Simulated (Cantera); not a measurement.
What does this Cantera script print?

```python
import numpy as np
import cantera as ct

gas = ct.Solution("gri30.yaml")
gas.TPX = 1650, 910000, {'CO': 1, 'H2': 0.095, 'CH4': 1.1, 'O2': 3.98, 'N2': 15}
reactor = ct.IdealGasConstPressureReactor(gas, energy="on", clone=False)
net = ct.ReactorNet([reactor])
net.rtol, net.atol = 1e-08, 1e-16
show = ['CO', 'H2', 'CH4', 'HCO', 'NO', 'O2']
times = np.geomspace(2e-06, 0.2, 10)

steps = ct.SolutionArray(gas, extra=["t"])
rows = []
print(f"{'t/s':>10s}{'T/K':>9s}{'P/Pa':>11s}" + "".join(f"{s:>11s}" for s in show))
for t in times:
    while net.time < t:
        t_next = net.step()
        steps.append(gas.state, t=t_next)
    rows.append([np.interp(t, steps.t, y) for y in (steps.T, steps.P, *steps(*show).X.T)])
    print(f"{t:10.3e}{rows[-1][0]:9.1f}{rows[-1][1]:11.4g}" + "".join(f"{x:11.3e}" for x in rows[-1][2:]))
rate = np.gradient(steps.T, steps.t)
print("integrator steps:", len(steps.t))
if steps.T.max() > steps.T[0] + 200:
    print(f"time of steepest temperature rise: {steps.t[rate.argmax()]:.4e} s")
gas.TPX = 1650, 910000, {'CO': 1, 'H2': 0.095, 'CH4': 1.1, 'O2': 3.98, 'N2': 15}
gas.equilibrate("HP")
print(f"equilibrium (HP): T = {gas.T:.1f} K  " + "  ".join(f"{s} {gas[s].X[0]:.3e}" for s in show))
```

Result:

```
       t/s      T/K       P/Pa         CO         H2        CH4        HCO         NO         O2
 2.000e-06   1650.0    9.1e+05  4.722e-02  4.487e-03  5.193e-02  1.352e-10  2.796e-13  1.879e-01
 7.188e-06   1650.2    9.1e+05  4.720e-02  4.485e-03  5.176e-02  3.804e-09  2.959e-12  1.879e-01
 2.583e-05   1676.5    9.1e+05  4.763e-02  5.133e-03  4.655e-02  9.196e-07  1.750e-10  1.841e-01
 9.283e-05   2816.3    9.1e+05  1.786e-02  3.048e-03  3.599e-16  2.430e-08  2.499e-03  6.220e-02
 3.336e-04   2805.6    9.1e+05  1.765e-02  3.026e-03  3.579e-16  2.334e-08  1.025e-02  5.853e-02
 1.199e-03   2795.9    9.1e+05  1.748e-02  3.008e-03  3.561e-16  2.251e-08  1.723e-02  5.522e-02
 4.309e-03   2795.1    9.1e+05  1.746e-02  3.007e-03  3.559e-16  2.245e-08  1.776e-02  5.497e-02
 1.549e-02   2795.1    9.1e+05  1.746e-02  3.007e-03  3.559e-16  2.245e-08  1.776e-02  5.497e-02
 5.565e-02   2795.1    9.1e+05  1.746e-02  3.007e-03  3.559e-16  2.245e-08  1.776e-02  5.497e-02
 2.000e-01   2795.1    9.1e+05  1.746e-02  3.007e-03  3.559e-16  2.245e-08  1.776e-02  5.497e-02
integrator steps: 1760
time of steepest temperature rise: 3.7068e-05 s
equilibrium (HP): T = 2795.1 K  CO 1.746e-02  H2 3.007e-03  CH4 4.911e-16  HCO 2.245e-08  NO 1.776e-02  O2 5.497e-02
```

Detailed kinetics in Cantera: GRI-Mech 3.0 (53 species, 325 reactions).
